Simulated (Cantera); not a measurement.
# Thermodynamics of chlorosilane synthesis and conversion, feed SiCl4 + HCl + H2

Input: 1 mol SiCl4, 0.97 mol HCl, a varied amount of H2, at 600 K and 470000 Pa.

Cantera equilibrium calculation (NASA polynomials, part measured and part estimated; ideal gas, pure solids and liquids). Candidate condensed phases: Si; 19 gas species. The numbers say what is thermodynamically allowed, not how fast it happens.

```csv
n(H2) (mol),x H2,x SiCl4,x HCl,x SiHCl3
0.65,0.248,0.382,0.370,7.03e-6
0.97,0.330,0.340,0.330,9.35e-6
1.4,0.415,0.297,0.288,1.18e-5
2.1,0.516,0.246,0.238,1.46e-5
3.2,0.619,0.193,0.188,1.75e-5
4.7,0.705,0.150,0.145,2.00e-5
7,0.780,0.111,0.108,2.21e-5
10,0.835,0.0835,0.0811,2.37e-5
16,0.890,0.0556,0.0540,2.52e-5
```
x: gas mole fraction; nothing condenses.

From 0.65 mol H2 to 16 mol H2 nothing is condensed. The main Si-bearing gas is SiCl4 throughout.
